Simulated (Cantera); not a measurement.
Feed: 1 mol c-C4F8, held at 975 K and 0.750 bar.

These are equilibrium values from Cantera (NASA tables, ideal gas, pure condensed phases), not measurements of a reactor. Candidate condensed phases: C; 13 gas species. The feed counts by its element totals alone. Gases not in the tables: C2F6 and larger saturated fluorocarbons. Kinetics and transport are ignored.

Question: What is the equilibrium state?

Answer: 
```json
{
 "x(CF4)": "1.00",
 "n(C(graphite))": "2.00 mol",
 "gas_amount": "2.000 mol"
}
```
